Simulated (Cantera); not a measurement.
A freely propagating, adiabatic, planar premixed flame of H2 : O2 : N2 : H2O = 1 : 0.333 : 1.25 : 0.14 (molar parts), unburnt at 400 K and 0.355 atm; mixture-averaged transport, grid criteria slope 0.08 and curve 0.16, no radiation.

Model: the H2/O2 subset of GRI-Mech 3.0, which has no nitrogen chemistry, integrated in Cantera. Burning velocities carry a grid error of a few per cent, more on coarse grids.

How do the results move with these cheaper or finer settings: unity-Lewis-number transport; multicomponent transport; multicomponent+Soret transport; grid criteria slope 0.5, curve 1; grid criteria slope 0.25, curve 0.5; grid criteria slope 0.03, curve 0.06?


| setting | laminar burning velocity | thermal thickness | peak x(H2O2) | peak x(O) | grid points |
|---|---|---|---|---|---|
| as above | 397 cm/s | 1.37 mm | 4.00e-5 | 0.00589 | 128 |
| unity-Lewis-number transport | 236 cm/s | 1.16 mm | 1.26e-5 | 0.00499 | 117 |
| multicomponent transport | 388 cm/s | 1.38 mm | 3.97e-5 | 0.00581 | 128 |
| multicomponent+Soret transport | 370 cm/s | 1.34 mm | 4.08e-5 | 0.00580 | 128 |
| grid criteria slope 0.5, curve 1 | 438 cm/s | 1.86 mm | 2.43e-5 | 0.00554 | 38 |
| grid criteria slope 0.25, curve 0.5 | 403 cm/s | 1.49 mm | 3.55e-5 | 0.00555 | 68 |
| grid criteria slope 0.03, curve 0.06 | 394 cm/s | 1.34 mm | 4.17e-5 | 0.00593 | 288 |
Unity Lewis numbers drop preferential diffusion, which matters most where H2 and H carry the flame; Soret adds thermal diffusion.
